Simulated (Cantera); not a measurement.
Cantera with NASA thermochemical tables; ideal gases at 1 bar, condensed phases pure. Values are per mole of reaction as written; species without (g) are pure solids or liquids, kept so even where they would boil at 1 bar.

Problem. Between 625 and 975 K, where is each reaction favourable under standard conditions?
- 2 Fe + 6 H(g) + 3 O2(g) → 2 Fe(OH)3

Solution. 
- 2 Fe + 6 H(g) + 3 O2(g) → 2 Fe(OH)3: ΔG° is -2250 kJ at 625 K and -1840 kJ at 975 K; it stays negative (K > 1). ΔH° is -2980 kJ and ΔS° -1169 J/K at 975 K.
